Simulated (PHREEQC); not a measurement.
A column of 0.5 m (40 cells, dispersivity 0.04 m, 3600 s a shift, diffusion coefficient 3e-10 m²/s) holds 0.041 eq of the database's cation exchanger X per kg of pore water, first in equilibrium with 0.015 mol/kgw MgSO4, 0.017 mol/kgw NaCl and 1e-05 mol/kgw HCl. It is flushed with 1 mmol/kgw MnCl2, 24 mmol/kgw ZnCl2 and 0.01 mmol/kgw HCl, at 15 °C. Values are for the last cell. The system is closed to CO2. Nothing may precipitate in this run.

The series has 33 steps of pore volumes, from 0 to 4.013.

Model: ion-association model, phreeqc.dat, run in PHREEQC.

Problem. After how many pore volumes does Zn at the outlet first reach half of its feed value?

Solution. By 1.8 pore volumes.

Problem. After how many pore volumes does Mn at the outlet first reach half of its feed value?

Solution. By 1.4 pore volumes.

Species that the database lacks are ignored.
